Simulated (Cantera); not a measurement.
Source: NASA polynomial tables (part measured, part estimated), evaluated in Cantera. Values are per mole of reaction as written; species without (g) are pure solids or liquids, kept so even where they would boil at 1 bar.

Q: Between 523 and 1223 K, where is each reaction favourable under standard conditions?
- 6 NH₃(g) + 4 P₂(g) + 3 H₂O(g) ⇌ 3 N₂O(g) + 8 PH₃(g)
- P₄O₁₀(g) + 5 H₂(g) ⇌ P₄(g) + 5 H₂O₂(g)

A: 
- 6 NH₃(g) + 4 P₂(g) + 3 H₂O(g) ⇌ 3 N₂O(g) + 8 PH₃(g): ΔG° is 848 kJ at 523 K and 1013 kJ at 1223 K; it stays positive (K < 1). ΔH° is 754 kJ and ΔS° -212 J/K at 1223 K.
- P₄O₁₀(g) + 5 H₂(g) ⇌ P₄(g) + 5 H₂O₂(g): ΔG° is 2079 kJ at 523 K and 1853 kJ at 1223 K; it stays positive (K < 1). ΔH° is 2219 kJ and ΔS° 300 J/K at 1223 K.
